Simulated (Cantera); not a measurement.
# Adiabatic ignition

An adiabatic, constant-volume homogeneous reactor starts with 36.2 % CO, 1.81 % H₂, 3.62 % CH₄, 10.1 % O₂, 38.0 % N₂, 10.1 % CO₂, equivalence ratio 2.6, at 1298 K and 9750 Torr.

Cantera simulation using GRI-Mech 3.0 (53 species, 325 reactions); the numbers are that mechanism's predictions, not measurements. The pressure lies above the range GRI-Mech 3.0 was tuned for (to about 10 atm).

```csv
t (s),T (K),P (bar),x CO,x H₂,x CH₄,x OH,x H,x H₂O₂,x O
4.00e-6,1298,13.0,0.362,0.0181,0.0362,1.60e-8,3.24e-8,4.25e-9,2.25e-8
9.19e-6,1298,13.0,0.362,0.0181,0.0362,3.98e-8,8.73e-8,2.04e-8,4.34e-8
2.11e-5,1298,13.0,0.362,0.0181,0.0362,1.87e-7,4.25e-7,1.37e-7,1.70e-7
4.86e-5,1304,13.1,0.362,0.0180,0.0359,1.08e-6,2.32e-6,1.37e-6,8.25e-7
0.000112,1347,13.5,0.360,0.0177,0.0338,2.67e-6,5.15e-6,3.62e-6,1.68e-6
0.000257,2659,25.9,0.314,0.0176,2.78e-11,0.00132,0.00128,3.75e-8,6.12e-5
0.000590,2658,25.9,0.314,0.0177,2.81e-11,0.00131,0.00127,3.71e-8,6.04e-5
0.00136,2656,25.9,0.315,0.0177,2.84e-11,0.00130,0.00127,3.67e-8,5.96e-5
0.00312,2656,25.9,0.315,0.0177,2.85e-11,0.00130,0.00126,3.66e-8,5.93e-5
0.00716,2656,25.9,0.315,0.0177,2.85e-11,0.00130,0.00126,3.66e-8,5.93e-5
0.0165,2656,25.9,0.315,0.0177,2.85e-11,0.00130,0.00126,3.66e-8,5.93e-5
0.0379,2656,25.9,0.315,0.0177,2.85e-11,0.00130,0.00126,3.66e-8,5.93e-5
0.0870,2656,25.9,0.315,0.0177,2.85e-11,0.00130,0.00126,3.66e-8,5.93e-5
0.200,2656,25.9,0.315,0.0177,2.85e-11,0.00130,0.00126,3.66e-8,5.93e-5
```
x: mole fraction; the columns are a selection and need not sum to one.

The time of steepest temperature rise is 0.192 ms and the temperature at 0.200 s is 2656 K. The equilibrium temperature is 2656 K, the x(CO) at 0.200 s is 0.315 (gas-phase equilibrium 0.315) and the x(H₂) at 0.200 s is 0.0177 (gas-phase equilibrium 0.0177). The x(CH₄) at 0.200 s is 2.85e-11 (gas-phase equilibrium 3.11e-11).
